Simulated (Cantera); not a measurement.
Input: 1 mol Si, 3.9 mol HCl, 17 mol H₂, equilibrated at 1448 K and 1.00 bar.

Equilibrium computed with Cantera from the NASA thermochemical tables; the gas is ideal and each condensed phase is pure. Candidate condensed phases: Si; 19 gas species. The tables' values for SiCl₃ are old estimates; treat these amounts as uncertain. Equilibrium is a limit: real reactors are often held back by kinetics, nucleation or transport.

Base state: H₂ 0.879, HCl 0.0784, SiCl₂ 0.0215, SiCl₄ 0.00688, SiHCl₃ 0.00660, SiCl₃ 0.00635, SiH₂Cl₂ 0.000978, SiH₃Cl 4.22e-5 (mole fractions); condensed: Si(s).

Problem. What changes in the equilibrium state with this change: temperature from 1448 K to 573 K?

Solution. 
```json
[
 {"species": "H₂", "before": "0.879", "after": "0.950"},
 {"species": "SiCl₄", "before": "0.00688", "after": "0.0451"},
 {"species": "SiHCl₃", "before": "0.00660", "after": "0.00509"},
 {"species": "HCl", "before": "0.0784", "after": "0.000119"},
 {"species": "SiCl₂", "before": "0.0215", "after": "<1e-9"},
 {"species": "SiCl₃", "before": "0.00635", "after": "6.01e-9"},
 {"species": "SiH₃Cl", "before": "4.22e-5", "after": "2.58e-8"},
 {"species": "SiH₂Cl₂", "before": "0.000978", "after": "2.63e-5"},
 {"species": "Si(s), mol", "before": "0.129", "after": "0"}
]
```
